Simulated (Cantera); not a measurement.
**Ammonia decomposition in nitride growth gas**

An isothermal, constant-pressure homogeneous reactor starts with NH3 : N2 = 1 : 15 (molar parts), at 2375 K and 18.8 Torr.

Computed with Cantera and the gas-phase N/H chemistry of the illustrative SiF4/NH3 mechanism in the Surface Chemkin manual (1991). Walls and surfaces, which speed up NH3 decomposition in real reactors, are not modelled.

| t (s) | x NH3 | x H2 | x H | x NH2 | x N2H4 |
|---|---|---|---|---|---|
| 0.000700 | 0.0618 | 0.000381 | 1.04e-5 | 0.000675 | 4.14e-10 |
| 0.00283 | 0.0587 | 0.00359 | 5.89e-5 | 0.00174 | 2.75e-9 |
| 0.0114 | 0.0453 | 0.0231 | 0.000197 | 0.00110 | 1.09e-9 |
| 0.0461 | 0.0174 | 0.0629 | 0.000507 | 0.000437 | 1.74e-10 |
| 0.186 | 0.000719 | 0.0864 | 0.00151 | 4.03e-5 | 1.47e-12 |
| 0.752 | 7.54e-7 | 0.0843 | 0.00714 | 2.06e-7 | <1e-12 |
| 3.04 | 8.39e-9 | 0.0770 | 0.0206 | 7.21e-9 | <1e-12 |
| 12.3 | 5.81e-9 | 0.0749 | 0.0246 | 6.14e-9 | <1e-12 |
| 49.5 | 5.82e-9 | 0.0749 | 0.0246 | 6.15e-9 | <1e-12 |
| 200 | 5.82e-9 | 0.0749 | 0.0246 | 6.15e-9 | <1e-12 |
x: mole fraction; the columns are a selection and need not sum to one.

Equilibrium at this temperature and pressure: NH3 5.82e-9, H2 0.0749, H 0.0246, NH2 6.15e-9, N2H4 <1e-12 (gas phase only).
